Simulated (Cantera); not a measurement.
Feed: 1 mol C, 0.14 mol NH3, 4.6 mol H2, held at 1.33 mbar.

These are equilibrium values from Cantera (NASA tables, ideal gas, pure condensed phases), not measurements of a reactor. Candidate condensed phases: C, C6H6, C7H8, C8H18; 92 gas species. Kinetics and transport are ignored. All values below are at 2398 K.

Base state: H2 0.637, H 0.344, N2 0.00949, C2H2 (acetylene) 0.00440, HCN 0.00422, HNC 0.000437, C2H 0.000136, CN 0.000114 (mole fractions); condensed: C(graphite).

Q: What changes in the equilibrium state with this change: NH3 from 0.14 to 0.27 mol?

A: 
| species | before | after |
|---|---|---|
| H2 | 0.637 | 0.628 |
| H | 0.344 | 0.342 |
| N2 | 0.00949 | 0.0185 |
| CN | 0.000114 | 0.000158 |
| HCN | 0.00422 | 0.00584 |
| C(graphite), mol | 0.917 | 0.902 |
